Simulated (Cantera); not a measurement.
## Ignition delay

Mixture: 4.11 % C3H8, 13.7 % O2, 82.2 % N2, equivalence ratio 1.5, at 0.880 bar, adiabatic and at constant volume. Ignition delay is the time to a rise of 400 K.

Detailed kinetics in Cantera: GRI-Mech 3.0 (53 species, 325 reactions). GRI-Mech 3.0 was tuned for natural gas; its chemistry of propane as a main component is partial and can be far from experiment.

| T0 (K) | delay (ms) |
|---|---|
| 1025 | 483 |
| 1125 | 43.3 |
| 1225 | 5.14 |
| 1325 | 0.908 |
| 1425 | 0.237 |
| 1525 | 0.0861 |

The apparent activation energy between 1325 and 1525 K comes out as 200 kJ/mol.
